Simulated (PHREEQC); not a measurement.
## Leach liquor: an equilibrium model

Make-up at 20 °C: 0.011 mol/kgw H2SO4 and 0.28 mol/kgw NiSO4. Closed to the air; pH follows from the charge balance.

Equilibrium calculation in PHREEQC: ion-association model, wateq4f.dat.

```
Quantity                  Result
-----------------  -------------
pH                          2.32
ionic strength     0.506 mol/kgw
activity of water          0.993
total alkalinity    -22.0 meq/kg
```

```
species     molality  activity   log γ
----------  --------  --------  ------
NiSO4          0.153     0.172   0.051
Ni+2           0.126    0.0369  -0.534
SO4-2          0.121    0.0249  -0.685
HSO4-         0.0157    0.0105  -0.176
H+           0.00629   0.00481  -0.116
Ni(SO4)2-2  0.000822  0.000240  -0.534
```

No solid was allowed to form.
